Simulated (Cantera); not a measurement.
Cantera run, input and output.

```python
import numpy as np
import cantera as ct

gas = ct.Solution("gri30.yaml")
gas.TPX = 325, 100000, {'CH4': 1, 'O2': 1.67, 'N2': 6.27, 'H2O': 0.24}
flame = ct.FreeFlame(gas, width=0.04)
flame.set_refine_criteria(ratio=3, slope=0.08, curve=0.16)
flame.transport_model = "mixture-averaged"
flame.solve(loglevel=0, auto=True)
z, T = flame.grid, flame.T
thick = (T[-1] - T[0]) / np.gradient(T, z).max()
show = ['CH4', 'O2', 'H2O', 'HO2', 'CH2CO', 'NO']
print(f"laminar burning velocity  {flame.velocity[0] * 100:.3f} cm/s")
print(f"burnt temperature         {T[-1]:.1f} K")
print(f"thermal thickness         {thick * 1e3:.4f} mm")
print(f"grid points               {len(z)}")
z0 = z[flame.heat_release_rate.argmax()]
print(f"{'z/mm':>9s}{'T/K':>9s}{'u/(m/s)':>9s}" + "".join(f"{s:>11s}" for s in show))
rows = []
for k in (-3, -2, -1.5, -1, -0.5, -0.25, 0, 0.25, 0.5, 1, 2, 4, 8):
    zz = z0 + k * thick
    rows.append([k * thick, np.interp(zz, z, T), np.interp(zz, z, flame.velocity),
                 *(np.interp(zz, z, flame.X[gas.species_index(s)]) for s in show)])
    print(f"{rows[-1][0] * 1e3:9.3f}{rows[-1][1]:9.1f}{rows[-1][2]:9.3f}" + "".join(f"{x:11.3e}" for x in rows[-1][3:]))
```

Result:

```
laminar burning velocity  34.396 cm/s
burnt temperature         2107.6 K
thermal thickness         0.4999 mm
grid points               148
     z/mm      T/K  u/(m/s)        CH4         O2        H2O        HO2      CH2CO         NO
   -1.500    325.1    0.344  1.088e-01  1.817e-01  2.613e-02  1.726e-08  2.547e-10  1.599e-10
   -1.000    327.4    0.348  1.083e-01  1.811e-01  2.632e-02  3.074e-07  8.800e-09  2.925e-09
   -0.750    338.8    0.361  1.072e-01  1.799e-01  2.756e-02  2.056e-06  1.018e-07  2.040e-08
   -0.500    446.0    0.480  9.991e-02  1.721e-01  3.939e-02  2.669e-05  2.960e-06  3.394e-07
   -0.250    976.5    1.072  6.564e-02  1.278e-01  9.436e-02  1.120e-04  5.605e-05  5.565e-06
   -0.125   1408.5    1.562  3.452e-02  8.321e-02  1.387e-01  1.120e-04  1.539e-04  1.191e-05
    0.000   1774.6    1.982  7.840e-03  3.670e-02  1.785e-01  4.825e-05  1.268e-04  2.151e-05
    0.125   1920.3    2.142  5.771e-04  1.245e-02  1.956e-01  6.903e-06  1.502e-05  3.443e-05
    0.250   1956.8    2.174  2.463e-05  5.236e-03  1.989e-01  2.241e-06  6.750e-07  4.353e-05
    0.500   1987.4    2.199  6.202e-08  2.554e-03  1.991e-01  1.207e-06  2.807e-09  5.032e-05
    1.000   2021.3    2.232  9.807e-12  1.611e-03  2.007e-01  7.739e-07  1.343e-12  5.381e-05
    1.999   2055.6    2.265  2.185e-14  8.767e-04  2.034e-01  4.177e-07  1.594e-16  5.620e-05
    3.999   2082.7    2.292  2.502e-14  3.718e-04  2.057e-01  1.706e-07  9.016e-17  5.826e-05
```

Computed with Cantera and GRI-Mech 3.0 (53 species, 325 reactions). Burning velocities carry a grid error of a few per cent, more on coarse grids.
